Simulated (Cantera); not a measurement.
Input: 1 mol SiF4, 0.69 mol NO, 180 mol N2, equilibrated at 900 K and 1.00 Torr.

These are equilibrium values from Cantera (NASA tables, ideal gas, pure condensed phases), not measurements of a reactor. Candidate condensed phases: Si, SiO2, Si2N2O, Si3N4; 28 gas species. The numbers say what is thermodynamically allowed, not how fast it happens.

Base state: N2 0.993, SiF4 0.00550, O2 0.00190 (mole fractions); condensed: gas only.

Q: What changes in the equilibrium state with this change: SiF4 replaced by SiCl4?

A: 
| species | before | after |
|---|---|---|
| N2 | 0.993 | 0.993 |
| Cl2 | 0 | 0.00374 |
| SiCl4 | 0 | 0.00360 |
| SiF4 | 0.00550 | 0 |
| O2 | 0.00190 | <1e-9 |
| Cl | 0 | 0.000124 |
| SiO2(β-quartz), mol | 0 | 0.345 |
